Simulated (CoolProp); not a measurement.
Vapour-liquid equilibrium of R134a (1) + R245fa (2) at 50.85 °C; x and y are mole fractions of (1).

Model: multi-fluid Helmholtz-energy mixture model, Tillner-Roth 1994 and Akasaka 2015; pair parameters Akasaka 2014, in CoolProp.

Give the bubble pressure and the first vapour's composition at x = 0.05, 0.2, 0.35. Is there an azeotrope?

x = 0.05: 398.2 kPa, y = 0.145; x = 0.2: 534.0 kPa, y = 0.439; x = 0.35: 672.2 kPa, y = 0.620. No azeotrope shows between x = 0.05 and 0.95.

The pair parameters rest on a limited set of measurements; away from them the model extrapolates.
